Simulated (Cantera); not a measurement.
Feed: 1 mol Si₂H₆, 17 mol O₂, 6.9 mol N₂, at 9.40 mbar.

Cantera equilibrium calculation (NASA polynomials, part measured and part estimated; ideal gas, pure solids and liquids). Candidate condensed phases: H₂O, Si, SiO₂, Si₂N₂O, Si₃N₄; 35 gas species. The feed counts by its element totals alone. The tables hold silica as quartz up to 1696 K and as liquid above; real silica turns to tridymite and cristobalite and melts near 1996 K. Rates play no part.

Question: Which condensed phases are stable at each of these points (T (K)): 1750, 1800, 1850, 1900, 1950, 2000, 2050, 2100?

Answer: 
```json
[
 {"T (K)": "1750", "condensed phases": "SiO₂(condensed)", "Si condensed (%)": "100.0"},
 {"T (K)": "1800", "condensed phases": "SiO₂(condensed)", "Si condensed (%)": "100.0"},
 {"T (K)": "1850", "condensed phases": "SiO₂(condensed)", "Si condensed (%)": "100.0"},
 {"T (K)": "1900", "condensed phases": "SiO₂(condensed)", "Si condensed (%)": "100.0"},
 {"T (K)": "1950", "condensed phases": "SiO₂(condensed)", "Si condensed (%)": "100.0"},
 {"T (K)": "2000", "condensed phases": "SiO₂(l)", "Si condensed (%)": "99.9"},
 {"T (K)": "2050", "condensed phases": "SiO₂(l)", "Si condensed (%)": "99.8"},
 {"T (K)": "2100", "condensed phases": "SiO₂(l)", "Si condensed (%)": "99.5"}
]
```

From 1750 K to 1950 K the condensed part is SiO₂(condensed). From 2000 K to 2100 K the condensed part is SiO₂(l).
